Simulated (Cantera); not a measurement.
Charge: 1 mol Si3N4, 0.022 mol CO2, 12 mol N2, equilibrated at 2073.15 K and 2.00 mbar.

These are equilibrium values from Cantera (NASA tables, ideal gas, pure condensed phases), not measurements of a reactor. Candidate condensed phases: C, Si, SiC, SiO2, Si2N2O, Si3N4; 34 gas species. The tables' values for SiN are old estimates; treat these amounts as uncertain. Rates play no part.

Base state: N2 0.944, Si 0.0499, SiO 0.00241, Si2C 0.000920, Si2 0.000613, Si2N 0.000587, CO 0.000557, SiN 0.000477 (mole fractions); condensed: Si(l).

Q: What changes in the equilibrium state with this change: temperature from 2073.15 K to 2023.15 K?

A: 
```
species       before     after
----------  --------  --------
N2             0.944     0.967
Si            0.0499    0.0285
SiO          0.00241   0.00230
Si2         0.000613  0.000312
Si3         0.000127   6.62e-5
SiN         0.000477  0.000309
Si(l), mol      2.15      2.50
```
